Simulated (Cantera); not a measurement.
A perfectly stirred reactor is fed with N₂O : N₂ = 1 : 0.1 (molar parts), at 0.0133 bar; it is held at 1623 K, and followed from long to short residence time.

Model: GRI-Mech 3.0 (53 species, 325 reactions), integrated in Cantera. GRI-Mech 3.0 was tuned for natural gas; its chemistry of N2O as a main component is partial and can be far from experiment. Radical loss at walls, strong at low pressure, is not modelled. The temperature is held fixed by assumption; the heat of reaction is taken as removed at once.

Task: What does this change do: temperature 1623 to 1300 K?

Result: 
```tsv
quantity	before	after
x(N₂O) at τ = 2.20 s	0.0871	0.790
x(N₂) at τ = 2.20 s	0.543	0.163
x(NO) at τ = 2.20 s	0.174	0.0122
x(NO₂) at τ = 2.20 s	3.63e-5	1.56e-6
x(O) at τ = 2.20 s	0.000208	7.64e-6
x(N₂O) at τ = 0.140 s	0.567	0.900
x(N₂) at τ = 0.140 s	0.279	0.0961
x(NO) at τ = 0.140 s	0.0731	0.000882
x(NO₂) at τ = 0.140 s	8.62e-6	3.98e-8
x(O) at τ = 0.140 s	0.000211	7.62e-6
```
The mechanism lacks the step 2 NO + O2 → 2 NO2, which can matter for NO2 below about 1400 K.
